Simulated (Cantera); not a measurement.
A Cantera script and what it prints.

```python
import numpy as np
import cantera as ct

gas_names = """
    N N2 Pb Pb2
""".split()
cond_names = """
    Pb(cr) Pb(L)
""".split()


def load(file, names, dense=False):
    # The tables refer to 1 bar. Condensed volumes are neglected.
    table = {s.name: s for s in ct.Species.list_from_file(file)}
    out = []
    for n in names:
        d = dict(table[n].input_data)
        d["thermo"] = dict(d["thermo"], **{"reference-pressure": 1e5})
        if dense:
            d["equation-of-state"] = {"model": "constant-volume", "density": "1e6 g/cm^3"}
        out.append(ct.Species.from_dict(d))
    return out


gas = ct.Solution(thermo="ideal-gas", species=load("nasa_gas.yaml", gas_names))
cond = {s.name: ct.Solution(thermo="fixed-stoichiometry", species=[s], name=s.name)
        for s in load("nasa_condensed.yaml", cond_names, dense=True)}
atoms = {
    'Pb': {'Pb': 1},
    'N2': {'N': 2},
}
top_T = {}  # K; cautious upper limits of use, not melting points


def equilibrate(T, P, feed):
    n = {}
    for name, mol in feed.items():
        for a, k in atoms[name].items():
            n[a] = n.get(a, 0.0) + k * mol
    gas.TPX = T, P, n
    mass = sum(n.values()) * gas.mean_molecular_weight
    gas.equilibrate("TP")
    valid = [c for c in cond.values() if c.min_temp <= T <= top_T.get(c.name, c.max_temp)]
    mix = ct.Mixture([(gas, mass / gas.mean_molecular_weight)] + [(c, 0.0) for c in valid])
    mix.T, mix.P = T, P
    mix.equilibrate("TP", solver="vcs", rtol=1e-11, max_steps=5000)
    return mix


results = []
feed = {'Pb': 1, 'N2': 0.11}  # mol
T = 625  # K
P = 45000  # Pa
mix = equilibrate(T, P, feed)
results.append((T, P, feed, dict(zip(mix.species_names, mix.species_moles))))
x = sorted(zip(gas.X, gas.species_names), reverse=True)
print(f"T = {T:g} K  P = {P:g} Pa  gas = {mix.phase_moles(0):.4g} mol")
print("   x: " + "  ".join(f"{s} {v:.3e}" for v, s in x if v > 0.0001))
print("   condensed (mol): " + ("  ".join(f"{mix.phase(i).name} {mix.phase_moles(i):.4g}"
      for i in range(1, mix.n_phases) if mix.phase_moles(i) > 1e-12) or "none"))
```

Output:

```
T = 625 K  P = 45000 Pa  gas = 0.11 mol
   x: N2 1.000e+00
   condensed (mol): Pb(L) 1
```

Method: chemical equilibrium by Gibbs-energy minimisation in Cantera with the NASA 1993 tables (ideal gas, pure condensed phases).
